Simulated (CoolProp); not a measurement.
Aqueous potassium carbonate as a coolant, at 6 °C, 1 atm.

Values from CoolProp's Melinder's fits for secondary coolants.

```csv
mass %,freezing point (°C),cp (kJ/(kg K)),conductivity (W/(m K)),viscosity (mPa s),density (kg/m³)
1.8,-0.5,4.073,0.572,1.52,1017
5,-1.6,3.890,0.570,1.61,1047
8.3,-2.9,3.740,0.567,1.73,1079
11.5,-4.3,3.611,0.564,1.86,1110
14.7,-5.7,3.488,0.561,2.02,1142
18,-7.5,3.363,0.557,2.22,1175
21.2,-9.6,3.242,0.554,2.47,1209
24.5,-12.4,3.121,0.551,2.80,1244
27.7,-15.7,3.009,0.548,3.21,1279
31,-20.0,2.906,0.545,3.77,1317
```
